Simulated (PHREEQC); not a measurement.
Consider water at 25 °C with 80 mmol/kgw HF, 22 mmol/kgw KF and 0.64 mmol/kgw H3PO4. Closed to the air; pH follows from the charge balance.

Computed with PHREEQC (ion-association model, wateq4f.dat).

No solid was allowed to form.

Q: Order these F species by the share of F that they hold, largest first: H2F2, F-, HF2-, HF.

A: HF (56 %), F- (19 %), H2F2 (17 %), HF2- (8.5 %)

The pH is 2.65 and the ionic strength 0.0246 mol/kgw. Species that the database lacks are ignored. wateq4f.dat counts part of the HF as a dimer, H2F2, which phreeqc.dat doesn't know; its constant is uncertain. H3PO4, which wateq4f.dat lacks, is added to it with the constant of phreeqc.dat.
